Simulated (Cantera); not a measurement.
A perfectly stirred reactor is fed with CO : H2 : CH4 : O2 : N2 = 1 : 0.052 : 0.56 : 4.12 : 15.5 (molar parts), at 5.00 bar; it is adiabatic with a 498 K inlet, and is followed from long to short residence time, starting on the burning branch (τ in s: 0.13, 0.045, 0.015, 0.0049, 0.0016, 0.00053, 0.00017, 5.8e-05, 1.9e-05, 6.3e-06).

Computed with Cantera and GRI-Mech 3.0 (53 species, 325 reactions).

x: mole fraction; the columns are a selection and need not sum to one.

```tsv
τ (s)	T (K)	x CO	x H2	x CH4	x CH3	x NO2	x CH2
0.13	1526	0.000281	5.90e-6	8.64e-6	1.02e-6	6.82e-8	1.84e-9
0.045	1523	(withheld)	(withheld)	(withheld)	(withheld)	9.10e-8	(withheld)
0.015	1517	0.00137	2.90e-5	3.87e-5	4.17e-6	9.61e-8	1.31e-8
0.0049	1500	0.00328	7.09e-5	9.05e-5	8.42e-6	7.07e-8	3.26e-8
0.0016	498	0.0471	0.00245	0.0264	<1e-12	<1e-12	<1e-12
0.00053	498	0.0471	0.00245	0.0264	<1e-12	<1e-12	<1e-12
0.00017	498	0.0471	0.00245	0.0264	<1e-12	<1e-12	<1e-12
5.8e-5	498	0.0471	0.00245	0.0264	<1e-12	<1e-12	<1e-12
1.9e-5	498	0.0471	0.00245	0.0264	<1e-12	<1e-12	<1e-12
6.3e-6	498	0.0471	0.00245	0.0264	<1e-12	<1e-12	<1e-12
```

Complete the blanks.


- 0.045, x CO: 0.000606
- 0.045, x H2: 1.27e-5
- 0.045, x CH4: 1.79e-5
- 0.045, x CH3: 2.07e-6
- 0.045, x CH2: 4.95e-9
